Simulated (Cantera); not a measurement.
Charge: 1 mol Si₃N₄, 1.1 mol H₂O, 32 mol N₂, equilibrated at 1348.15 K and 3.45 Torr.

Cantera equilibrium calculation (NASA polynomials, part measured and part estimated; ideal gas, pure solids and liquids). Candidate condensed phases: H₂O, Si, SiO₂, Si₂N₂O, Si₃N₄; 35 gas species. Mutual solubility and eutectic melting of coexisting phases are not modelled. Rates play no part.

Base state: N₂ 0.967, H₂ 0.0329 (mole fractions); condensed: Si₂N₂O(s) + Si₃N₄(s).

Q: What changes in the equilibrium state with this change: temperature from 1348.15 K to 1923.15 K?

A: 
```json
[
 {"species": "N₂", "before": "0.967", "after": "0.934"},
 {"species": "SiO", "before": "2.22e-7", "after": "0.0302"},
 {"species": "H₂", "before": "0.0329", "after": "0.0290"},
 {"species": "Si", "before": "<1e-9", "after": "0.00369"},
 {"species": "Si₂N", "before": "<1e-9", "after": "0.000108"},
 {"species": "Si₂N₂O(s), mol", "before": "1.10", "after": "0"},
 {"species": "Si₃N₄(s), mol", "before": "0.267", "after": "0"},
 {"species": "Si(l), mol", "before": "0", "after": "1.75"}
]
```
The tables' values for SiN are old estimates; treat these amounts as uncertain.

Q: What changes in the equilibrium state with this change: temperature from 1348.15 K to 1850 K?

A: 
```tsv
species	before	after
N₂	0.967	0.937
SiO	2.22e-7	0.0303
H₂	0.0329	0.0296
Si	<1e-9	0.00140
Si₂N	<1e-9	5.38e-5
SiN	<1e-9	3.53e-5
Si₂N₂O(s), mol	1.10	0
Si₃N₄(s), mol	0.267	0
Si(l), mol	0	1.84
```
The tables' values for SiN are old estimates; treat these amounts as uncertain.
